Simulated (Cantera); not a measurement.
An isothermal, constant-pressure homogeneous reactor starts with 43.5 % CH4, 56.5 % H2, at 1898 K and 1.95 Torr.

Computed with Cantera and GRI-Mech 3.0 (53 species, 325 reactions). GRI-Mech 3.0 stops at C3 and has no aromatics, soot or wall deposition, so with more carbon than oxygen in the feed, carbon stays in small species such as C2H2 where larger ones or solid carbon would form. Radical loss at walls, strong at low pressure, is not modelled.

x: mole fraction; the columns are a selection and need not sum to one.

| t (s) | x CH4 | x H2 | x CH2 | x C2H6 | x C2H4 |
|---|---|---|---|---|---|
| 0.000600 | 0.434 | 0.565 | … | 4.76e-8 | 3.75e-7 |
| 0.00118 | 0.434 | 0.565 | … | 3.27e-7 | 3.34e-6 |
| 0.00231 | 0.433 | 0.566 | … | 1.81e-6 | 2.71e-5 |
| 0.00454 | 0.430 | 0.566 | … | 8.33e-6 | 0.000204 |
| 0.00891 | 0.422 | 0.569 | … | 3.34e-5 | 0.00141 |
| 0.0175 | 0.387 | 0.587 | … | 0.000109 | 0.00738 |
| 0.0343 | 0.267 | 0.661 | … | 0.000140 | 0.0122 |
| 0.0674 | 0.141 | 0.747 | … | 5.13e-5 | 0.00406 |
| 0.132 | 0.0705 | 0.796 | … | 1.45e-5 | 0.00106 |
| 0.260 | 0.0322 | 0.822 | … | 3.57e-6 | 0.000266 |
| 0.509 | 0.0126 | 0.835 | … | 6.95e-7 | 6.01e-5 |
| 1.00 | 0.00385 | 0.840 | … | 8.98e-8 | 1.43e-5 |

**Question.** Some entries are withheld; supply them.

**Answer.** 
- 0.000600, x CH2: 2.22e-8
- 0.00118, x CH2: 9.46e-8
- 0.00231, x CH2: 3.68e-7
- 0.00454, x CH2: 1.32e-6
- 0.00891, x CH2: 4.39e-6
- 0.0175, x CH2: 1.29e-5
- 0.0343, x CH2: 2.22e-5
- 0.0674, x CH2: 1.81e-5
- 0.132, x CH2: 1.32e-5
- 0.260, x CH2: 9.76e-6
- 0.509, x CH2: 7.06e-6
- 1.00, x CH2: 4.69e-6
